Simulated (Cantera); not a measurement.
A closed system holds: 1 mol PbO, 2.7 mol CO, 0.41 mol H2, at 927 °C and 2.10 mbar.

These are equilibrium values from Cantera (NASA tables, ideal gas, pure condensed phases), not measurements of a reactor. Candidate condensed phases: C, C6H6, C7H8, C8H18, H2O, Pb, PbO, PbO2, Pb3O4; 113 gas species. Kinetics and transport are ignored.

Base state: CO 0.452, Pb 0.243, CO2 0.205, H2 0.0615, H2O 0.0383 (mole fractions); condensed: gas only.

Q: What changes in the equilibrium state with this change: temperature from 927 °C to 900 °C?

A: 
| species | before | after |
|---|---|---|
| CO | 0.452 | 0.475 |
| CO2 | 0.205 | 0.218 |
| Pb | 0.243 | 0.201 |
| H2 | 0.0615 | 0.0665 |
| H2O | 0.0383 | 0.0388 |
| Pb(l), mol | 0 | 0.216 |
